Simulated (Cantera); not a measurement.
Predominance diagram of Ta at 950 K against the partial pressures of O2 and CO (log10, bar). Cantera with NASA thermochemical tables; ideal gases at 1 bar, condensed phases pure. Candidates: Ta(s), TaC(s), Ta2O5(s). Only these pure phases compete in this equilibrium. TaC: taken at fixed stoichiometry. Not in the tables: Ta2C.

### Question
Which phase is stable at these pairs, and which metal-bearing vapour leads over it? (-21, -15); (-17, -13.4); (-19, -8.6); (-25, -8.6); (-9, -8.6); (-27, -11.8); (-27, -13.4)

### Answer
```json
[
 {"log p(O2)": "-21", "log p(CO)": "-15", "phase": "Ta2O5(s)", "chief vapour": "TaO2", "log p (bar)": "-26.9"},
 {"log p(O2)": "-17", "log p(CO)": "-13.4", "phase": "Ta2O5(s)", "chief vapour": "TaO2", "log p (bar)": "-27.9"},
 {"log p(O2)": "-19", "log p(CO)": "-8.6", "phase": "Ta2O5(s)", "chief vapour": "TaO2", "log p (bar)": "-27.4"},
 {"log p(O2)": "-25", "log p(CO)": "-8.6", "phase": "Ta2O5(s)", "chief vapour": "TaO2", "log p (bar)": "-25.9"},
 {"log p(O2)": "-9", "log p(CO)": "-8.6", "phase": "Ta2O5(s)", "chief vapour": "TaO2", "log p (bar)": "-29.9"},
 {"log p(O2)": "-27", "log p(CO)": "-11.8", "phase": "Ta2O5(s)", "chief vapour": "TaO2", "log p (bar)": "-25.4"},
 {"log p(O2)": "-27", "log p(CO)": "-13.4", "phase": "Ta2O5(s)", "chief vapour": "TaO2", "log p (bar)": "-25.4"}
]
```
